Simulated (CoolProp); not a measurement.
Properties of C2F6 (R116) along the isotherm -21.95 °C.

Computed with CoolProp (reference Helmholtz-energy equation of state, Lemmon 2006). It is a short technical equation, of lower accuracy than the large ones.

| p (bar) | phase | cv (kJ/(kg K)) | Joule-Thomson coefficient (K/MPa) | Prandtl number |
|---|---|---|---|---|
| 0.145 | gas | 0.6329 | 13.27 | 0.736 |
| 0.257 | gas | 0.6332 | 13.30 | 0.736 |
| 0.457 | gas | 0.6339 | 13.37 | 0.737 |
| 0.813 | gas | 0.6351 | 13.48 | 0.738 |
| 1.45 | gas | 0.6373 | 13.70 | 0.741 |
| 2.57 | gas | 0.6413 | 14.12 | 0.746 |
| 4.57 | gas | 0.6492 | 15.02 | 0.760 |
| 8.13 | gas | 0.6678 | 17.29 | 0.801 |
| 14.5 | liquid | 0.7062 | 0.2090 | 3.51 |
| 25.7 | liquid | 0.7059 | 0.1357 | 3.52 |
| 45.7 | liquid | 0.7060 | 0.03940 | 3.55 |

Viscosity comes from a separate model (Huber 2003), an estimate that may be off by 10 % or more. Thermal conductivity comes from a separate model (Huber 2003), an estimate that may be off by 10 % or more.
